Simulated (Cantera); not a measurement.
## AlN + Cl2 (nitride etching)

Input: 1 mol AlN, a varied amount of Cl2, held at 825 °C and 97.5 Torr.

Method: chemical equilibrium by Gibbs-energy minimisation in Cantera with the NASA 1993 tables (ideal gas, pure condensed phases). Candidate condensed phases: Al, AlCl3, AlN; 11 gas species. The tables' values for AlCl2 are old estimates; treat these amounts as uncertain. The numbers say what is thermodynamically allowed, not how fast it happens.

| n(Cl2) (mol) | log p Cl2 | log p AlCl3 | log p N2 | log p Cl | n AlN(s) |
|---|---|---|---|---|---|
| 0.96 | -11.54 | -1.06 | -1.36 | -8.60 | 0.360 |
| 1.6 | -2.09 | -1.09 | -1.39 | -3.88 | 0 |
| 2.8 | -1.22 | -1.33 | -1.63 | -3.44 | 0 |
| 4.8 | -1.05 | -1.57 | -1.87 | -3.35 | 0 |
| 8.2 | -0.98 | -1.80 | -2.10 | -3.32 | 0 |
| 14 | -0.94 | -2.03 | -2.33 | -3.30 | 0 |
| 24 | -0.92 | -2.27 | -2.57 | -3.29 | 0 |
| 41 | -0.90 | -2.50 | -2.80 | -3.28 | 0 |
log p: log10 of the partial pressure in bar; n: condensed amount in mol.

At 0.96 mol Cl2 the condensed part is AlN(s). From 1.6 mol Cl2 to 41 mol Cl2 nothing is condensed. The main Al-bearing gas is AlCl3 throughout.
